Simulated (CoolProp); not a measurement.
CF4 (R14) along the isobar 4.59 MPa: density (kg/m³) from the reference equation and from simpler models built on Tc = 227.4 K, pc = 3.762 MPa, ω = 0.178; each cubic takes its own stable root.

Computed with CoolProp (reference Helmholtz-energy equation of state, Platzer 1990). This equation is an older, rougher fit; its heat capacities, sound speeds and derivatives of the liquid may be far off and weren't checked against measurements.

```json
[
 {"T (K)": "158.9", "phase": "liquid", "reference": "1548"},
 {"T (K)": "180.5", "phase": "liquid", "reference": "1424"},
 {"T (K)": "202.1", "phase": "liquid", "reference": "1273"},
 {"T (K)": "223.8", "phase": "liquid", "reference": "1033"},
 {"T (K)": "245.4", "phase": "supercritical", "reference": "347.2"},
 {"T (K)": "267", "phase": "supercritical", "reference": "249.8"},
 {"T (K)": "288.7", "phase": "supercritical", "reference": "208.1"},
 {"T (K)": "310.3", "phase": "supercritical", "reference": "182.0"},
 {"T (K)": "331.9", "phase": "supercritical", "reference": "163.2"},
 {"T (K)": "353.5", "phase": "supercritical", "reference": "148.8"},
 {"T (K)": "375.2", "phase": "supercritical", "reference": "137.1"},
 {"T (K)": "396.8", "phase": "supercritical", "reference": "127.4"}
]
```

**Question.** How far does each simpler model (Soave-Redlich-Kwong, Peng-Robinson) lie from the reference over these 12 states: mean and median of the absolute difference, and the worst?

**Answer.** 
- Soave-Redlich-Kwong: mean 2.9 %, median 1.4 %, worst -12.6 % at 223.8 K and 4.59 MPa
- Peng-Robinson: mean 3.7 %, median 2.5 %, worst +10.9 % at 158.9 K and 4.59 MPa
